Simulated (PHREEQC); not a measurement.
1 kg of water holding 0.16 mol/kgw KCl, 0.038 mol/kgw NaCl and 0.44 mol/kgw NaHCO3 is evaporated at 20 °C; the solids stay in contact with the brine. CO2 from the air is kept out. Solids allowed: Halite, Kalicinite, Nahcolite, Natron, Sylvite, Trona. Others were left out.

The series has 28 steps of water left (kg), from 1 to 0.004876.

The numbers come from PHREEQC with the Pitzer model, pitzer.dat.

Problem. Which solids form, in which order, and at which step of the series does each first stand?

Solution. Nahcolite from water left = 0.3082 kg (pH 7.63); Sylvite from water left = 0.03551 kg (pH 7.54); Halite from water left = 0.007291 kg (pH 7.29).

Species that the database lacks are ignored.
